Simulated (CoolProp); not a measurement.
Computed with CoolProp (reference Helmholtz-energy equation of state, Outcalt 1996). It is a modified Benedict-Webb-Rubin equation, recast in Helmholtz form.

Q: Give the vapour pressure (MPa), vapour density (kg/m³), liquid cp (kJ/(kg K)), surface tension (mN/m) of saturated R152A at 4.05, 21.55 °C.

A: 
| T (°C) | p (MPa) | vapour density (kg/m³) | liquid cp (kJ/(kg K)) | surface tension (mN/m) |
|---|---|---|---|---|
| 4.05 | 0.305 | 9.59 | 1.71 | 12.6 |
| 21.55 | 0.538 | 16.7 | 1.78 | 10.2 |

Surface tension comes from a separate correlation (Mulero 2012).
